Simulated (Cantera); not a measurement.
Gas mixture: 65.8 % C2H6, 34.2 % C2H2, at 1650 Torr, frozen composition.

Cantera's kinetic-theory transport with the Lennard-Jones parameters of GRI-Mech 3.0, ideal gas; thermal conductivity in the multicomponent form. The composition is frozen, though it would react at the higher temperatures.

D: mixture-averaged diffusion coefficient of that species in the mixture.

```json
[
 {"T (K)": "400", "ρ (kg/m³)": "1.90", "cp (J/kg/K)": "…", "μ (µPa s)": "12.7", "λ (mW/m/K)": "35.5", "Pr": "0.750", "D (cm²/s) OH": "0.179", "D (cm²/s) C2H2": "0.0920", "D (cm²/s) NH3": "0.123"},
 {"T (K)": "650", "ρ (kg/m³)": "1.17", "cp (J/kg/K)": "…", "μ (µPa s)": "19.1", "λ (mW/m/K)": "72.8", "Pr": "0.754", "D (cm²/s) OH": "0.417", "D (cm²/s) C2H2": "0.223", "D (cm²/s) NH3": "0.311"},
 {"T (K)": "900", "ρ (kg/m³)": "0.844", "cp (J/kg/K)": "…", "μ (µPa s)": "24.4", "λ (mW/m/K)": "111", "Pr": "0.754", "D (cm²/s) OH": "0.725", "D (cm²/s) C2H2": "0.394", "D (cm²/s) NH3": "0.563"},
 {"T (K)": "1150", "ρ (kg/m³)": "0.660", "cp (J/kg/K)": "3854", "μ (µPa s)": "29.0", "λ (mW/m/K)": "148", "Pr": "0.754", "D (cm²/s) OH": "1.09", "D (cm²/s) C2H2": "0.601", "D (cm²/s) NH3": "0.868"},
 {"T (K)": "1400", "ρ (kg/m³)": "0.542", "cp (J/kg/K)": "4157", "μ (µPa s)": "33.2", "λ (mW/m/K)": "183", "Pr": "0.752", "D (cm²/s) OH": "1.52", "D (cm²/s) C2H2": "0.840", "D (cm²/s) NH3": "1.22"},
 {"T (K)": "1650", "ρ (kg/m³)": "0.460", "cp (J/kg/K)": "4378", "μ (µPa s)": "37.1", "λ (mW/m/K)": "216", "Pr": "0.751", "D (cm²/s) OH": "2.00", "D (cm²/s) C2H2": "1.11", "D (cm²/s) NH3": "1.62"},
 {"T (K)": "1900", "ρ (kg/m³)": "0.400", "cp (J/kg/K)": "4540", "μ (µPa s)": "40.7", "λ (mW/m/K)": "246", "Pr": "0.750", "D (cm²/s) OH": "2.53", "D (cm²/s) C2H2": "1.40", "D (cm²/s) NH3": "2.06"},
 {"T (K)": "2150", "ρ (kg/m³)": "0.353", "cp (J/kg/K)": "4658", "μ (µPa s)": "44.2", "λ (mW/m/K)": "275", "Pr": "0.749", "D (cm²/s) OH": "3.10", "D (cm²/s) C2H2": "1.72", "D (cm²/s) NH3": "2.54"},
 {"T (K)": "2400", "ρ (kg/m³)": "0.316", "cp (J/kg/K)": "4748", "μ (µPa s)": "47.5", "λ (mW/m/K)": "301", "Pr": "0.748", "D (cm²/s) OH": "3.72", "D (cm²/s) C2H2": "2.07", "D (cm²/s) NH3": "3.06"}
]
```

**Question.** Fill in the missing entries.

**Answer.** 
- 400, cp (J/kg/K): 2093
- 650, cp (J/kg/K): 2881
- 900, cp (J/kg/K): 3430
